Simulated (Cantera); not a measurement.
What does this Cantera script print?

```python
import numpy as np
import cantera as ct

gas_names = [...]  # 123 gases of nasa_gas.yaml made of C, H, O, Si
cond_names = """
    C(gr) C6H6(L) C7H8(L) C8H18(L),n-octa H2O(s) H2O(L) Si(cr) Si(L) SiC(b) SiO2(Lqz) SiO2(hqz) SiO2(L)
""".split()


# ... load() reads the species with a 1 bar reference pressure and builds the phases ...
atoms = {
    'Si': {'Si': 1},
    'CO2': {'C': 1, 'O': 2},
    'H2': {'H': 2},
}
top_T = {'C(gr)': 4500, 'SiC(b)': 3050}  # K; cautious upper limits of use, not melting points


# ... equilibrate(T, P, feed) seeds the gas with the atoms and calls Mixture.equilibrate('TP', solver="vcs", rtol=1e-11, max_steps=5000) ...
results = []
feed = {'Si': 1, 'CO2': 1, 'H2': 2.2}  # mol
P = 28  # Pa
for T in [900, 1000, 1100, 1200, 1300, 1400, 1500, 1600, 1700]:
    mix = equilibrate(T, P, feed)
    results.append((T, P, feed, dict(zip(mix.species_names, mix.species_moles))))

top = {s: max(r[3][s] / sum(r[3][g] for g in gas_names) for r in results) for s in gas_names}
cols = sorted((s for s in top if top[s] > 1e-06), key=lambda s: -top[s])[:7]
seen = [c for c in cond_names if any(r[3].get(c, 0) > 1e-12 for r in results)]
print("log10 of partial pressures in bar; condensed amounts in mol")
print(f"{'T/K':>10s}" + "".join(f"{s[:9]:>10s}" for s in cols + seen))
for T, P, feed, n in results:
    ng = sum(n[g] for g in gas_names)
    print(f"{T:10.4g}" + "".join(f"{np.log10(max(n[s] / ng * P / 1e5, 1e-99)):10.3f}" for s in cols)
          + "".join(f"{n.get(c, 0):10.4g}" for c in seen))
```

Output:

```
log10 of partial pressures in bar; condensed amounts in mol
       T/K        H2        CO       SiO         H       CH4        Si       H2O     C(gr)    SiC(b) SiO2(hqz)
       900    -3.553    -8.672   -13.219   -11.709    -7.612   -22.185   -11.839    0.9998 8.373e-06         1
      1000    -3.553    -6.904   -10.988   -10.421    -8.126   -19.160   -10.860    0.9985 0.0004907    0.9995
      1100    -3.558    -5.462    -9.169    -9.367    -8.561   -16.689   -10.068    0.9588   0.01374    0.9863
      1200    -3.647    -4.264    -7.657    -8.528    -9.095   -14.631    -9.497    0.2032    0.2655    0.7343
      1300    -3.670    -4.186    -6.072    -7.791   -10.065   -12.271    -9.274         0    0.3304    0.6609
      1400    -3.712    -4.183    -4.697    -7.169   -10.982   -10.209    -9.129         0    0.2575     0.515
      1500    -3.834    -4.176    -4.176    -6.671   -11.921    -9.070    -9.113         0         0         0
      1600    -3.835    -4.177    -4.177    -6.182   -12.743    -8.737    -8.785         0         0         0
      1700    -3.838    -4.177    -4.177    -5.751   -13.474    -8.448    -8.493         0         0         0
```

These are equilibrium values from Cantera (NASA tables, ideal gas, pure condensed phases), not measurements of a reactor. Mutual solubility and eutectic melting of coexisting phases are not modelled. The tables hold silica as quartz up to 1696 K and as liquid above; real silica turns to tridymite and cristobalite and melts near 1996 K.
